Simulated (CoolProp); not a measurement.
The numbers come from the reference Helmholtz-energy equation of state, Lemmon 2016 in CoolProp.

For R115, give the phase and the Z, cp (kJ/(kg K)), cv (kJ/(kg K)), speed of sound (m/s) at -68.25 °C and 2.67 MPa.


- -68.25 °C and 2.67 MPa: liquid; Z 0.147, cp 0.886, cv 0.593, speed of sound 757
